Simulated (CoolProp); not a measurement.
Nitrous oxide along the isobar 4.72 MPa: density (kg/m³) from the reference equation and from simpler models built on Tc = 36.4 °C, pc = 7.245 MPa, ω = 0.161; each cubic takes its own stable root.

Model: reference Helmholtz-energy equation of state, Lemmon 2006, in CoolProp. It is a short technical equation, of lower accuracy than the large ones.

| T (°C) | phase | reference |
|---|---|---|
| -21.35 | liquid | 1016 |
| -1.95 | liquid | 929.1 |
| 36.85 | gas | 111.1 |
| 56.25 | gas | 96.04 |
| 75.75 | gas | 85.91 |
| 95.15 | gas | 78.40 |
| 114.55 | gas | 72.44 |
| 133.95 | gas | 67.54 |
| 153.35 | gas | 63.40 |
| 172.85 | gas | 59.81 |
| 192.25 | gas | 56.69 |

Q: How far does each simpler model (van der Waals, Redlich-Kwong, Peng-Robinson) lie from the reference over these 11 states: mean and median of the absolute difference, and the worst?

A: 
- van der Waals: mean 8.0 %, median 1.6 %, worst -37.5 % at -1.95 °C and 4.72 MPa
- Redlich-Kwong: mean 2.8 %, median 0.8 %, worst -13.7 % at -1.95 °C and 4.72 MPa
- Peng-Robinson: mean 1.5 %, median 1.3 %, worst +3.4 % at -21.35 °C and 4.72 MPa
